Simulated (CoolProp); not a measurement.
A single-stage vapour-compression cycle with chloromethane (R40): evaporating at 284.15 K (dew point), condensing at 337.15 K (bubble point), superheat 8 K, subcooling 5 K, compressor efficiency 0.85, no pressure losses. Each further row changes one setting.

Computed with CoolProp (reference Helmholtz-energy equation of state, Thol 2014).

```tsv
case	cooling COP	pressure ratio	discharge temperature (K)	refrigerating effect (kJ/kg)	volumetric capacity (kJ/m³)
as stated	3.75	4.15	400.3	318	2690
evaporating temperature 289.15 K	4.29	3.54	393.5	(withheld)	3140
condensing temperature 332.15 K	(withheld)	3.71	391.0	327	2760
subcooling 10 K	3.85	4.15	400.3	327	2760
superheat 18 K	3.70	4.15	412.2	328	2650
compressor efficiency 0.75	3.31	4.15	(withheld)	318	2690
```

Problem. What belongs in the gaps?

Solution. 
- evaporating temperature 289.15 K, refrigerating effect (kJ/kg): 321
- condensing temperature 332.15 K, cooling COP: 4.23
- compressor efficiency 0.75, discharge temperature (K): 410.5
